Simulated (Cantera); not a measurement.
Feed: 1 mol SiH₂Cl₂, 3.2 mol HCl, 48 mol H₂, 0.0042 mol Cl₂, held at 1098.15 K and 0.00390 bar.

Method: chemical equilibrium by Gibbs-energy minimisation in Cantera with the NASA 1993 tables (ideal gas, pure condensed phases). Candidate condensed phases: Si; 19 gas species. The tables' values for SiCl₃ are old estimates; treat these amounts as uncertain. Equilibrium is a limit: real reactors are often held back by kinetics, nucleation or transport.

Base state: H₂ 0.934, HCl 0.0506, SiCl₄ 0.00667, SiCl₂ 0.00557, SiHCl₃ 0.00179, SiCl₃ 0.00163, SiH₂Cl₂ 5.76e-5 (mole fractions); condensed: Si(s).

Problem. What changes in the equilibrium state with this change: pressure from 0.00390 bar to 0.00250 bar?

Solution. 
```
species      before    after
----------  -------  -------
H₂            0.934    0.931
HCl          0.0506   0.0542
SiCl₂       0.00557  0.00640
SiCl₄       0.00667  0.00564
SiH₂Cl₂     5.76e-5  4.22e-5
SiHCl₃      0.00179  0.00141
SiCl₃       0.00163  0.00160
Si(s), mol    0.172    0.203
```
